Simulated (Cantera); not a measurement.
Adiabatic ignition

An adiabatic, constant-pressure homogeneous reactor starts with 14.1 % CO, 7.32 % H2, 1.31 % CH4, 13.3 % O2, 64.0 % N2, at 1025 K and 100000 Pa.

Cantera simulation using GRI-Mech 3.0 (53 species, 325 reactions); the numbers are that mechanism's predictions, not measurements.

| t (s) | T (K) | x CO | x H2 | x CH4 | x CH2 | x NO2 | x CH2O |
|---|---|---|---|---|---|---|---|
| 3.00e-6 | 1025 | 0.141 | 0.0732 | 0.0131 | <1e-12 | <1e-12 | <1e-12 |
| 6.68e-6 | 1025 | 0.141 | 0.0732 | 0.0131 | <1e-12 | <1e-12 | <1e-12 |
| 1.49e-5 | 1025 | 0.141 | 0.0732 | 0.0131 | <1e-12 | <1e-12 | <1e-12 |
| 3.32e-5 | 1025 | 0.141 | 0.0732 | 0.0131 | <1e-12 | <1e-12 | 4.19e-12 |
| 7.39e-5 | 1025 | 0.141 | 0.0732 | 0.0131 | <1e-12 | <1e-12 | 4.97e-11 |
| 0.000165 | 1025 | 0.141 | 0.0732 | 0.0131 | <1e-12 | <1e-12 | 1.22e-9 |
| 0.000367 | 1026 | 0.141 | 0.0731 | 0.0131 | 8.99e-10 | <1e-12 | 6.62e-6 |
| 0.000818 | 2189 | 0.0635 | 0.00999 | <1e-12 | <1e-12 | 1.16e-8 | 1.76e-10 |
| 0.00182 | 2495 | 0.0422 | 0.00528 | <1e-12 | <1e-12 | 1.42e-7 | 8.31e-11 |
| 0.00406 | 2523 | 0.0395 | 0.00484 | <1e-12 | <1e-12 | 4.27e-7 | 7.66e-11 |
| 0.00904 | 2520 | 0.0396 | 0.00487 | <1e-12 | <1e-12 | 8.84e-7 | 7.71e-11 |
| 0.0201 | 2516 | 0.0397 | 0.00490 | <1e-12 | <1e-12 | 1.35e-6 | 7.78e-11 |
| 0.0449 | 2515 | 0.0398 | 0.00491 | <1e-12 | <1e-12 | 1.53e-6 | 7.81e-11 |
| 0.100 | 2515 | 0.0398 | 0.00491 | <1e-12 | <1e-12 | 1.54e-6 | 7.82e-11 |
x: mole fraction; the columns are a selection and need not sum to one.

```json
{
  "time_of_steepest_temperature_rise": "0.639 ms",
  "temperature at 0.100 s": "2515 K",
  "equilibrium_temperature": "2515 K",
  "x(CO) at 0.100 s": "0.0398 (gas-phase equilibrium 0.0398)",
  "x(H2) at 0.100 s": "0.00491 (gas-phase equilibrium 0.00491)",
  "x(CH4) at 0.100 s": "<1e-12 (gas-phase equilibrium <1e-12)"
}
```
